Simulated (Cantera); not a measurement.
**Transport properties of process gases**

Gas mixture: O2 = 0.52 (molar parts), at 59.3 Torr, frozen composition.

Cantera's kinetic-theory transport with the Lennard-Jones parameters of GRI-Mech 3.0, ideal gas; thermal conductivity in the multicomponent form.

| T (K) | ρ (kg/m³) | cp (J/kg/K) | μ (µPa s) | λ (mW/m/K) | Pr | D (cm²/s) NH3 | D (cm²/s) CH3 | D (cm²/s) N2 |
|---|---|---|---|---|---|---|---|---|
| 400 | 0.0760 | 941.4 | 25.6 | 33.9 | 0.712 | 4.94 | 4.85 | 4.43 |
| 550 | 0.0553 | 987.2 | 32.1 | 44.6 | 0.711 | 8.90 | 8.44 | 7.65 |
| 700 | 0.0434 | 1031 | 37.8 | 54.9 | 0.710 | 13.7 | 12.7 | 11.5 |
| 850 | 0.0358 | 1065 | 43.0 | 64.6 | 0.709 | 19.3 | 17.7 | 15.9 |
| 1000 | 0.0304 | 1090 | 47.9 | 73.7 | 0.709 | 25.6 | 23.2 | 20.9 |
| 1150 | 0.0264 | 1109 | 52.5 | 82.1 | 0.709 | 32.6 | 29.4 | 26.4 |
| 1300 | 0.0234 | 1125 | 56.9 | 90.3 | 0.708 | 40.1 | 36.0 | 32.3 |
| 1450 | 0.0210 | 1139 | 61.0 | 98.2 | 0.708 | 48.3 | 43.2 | 38.8 |
| 1600 | 0.0190 | 1151 | 65.1 | 106 | 0.708 | 57.0 | 50.9 | 45.7 |
D: mixture-averaged diffusion coefficient of that species in the mixture.
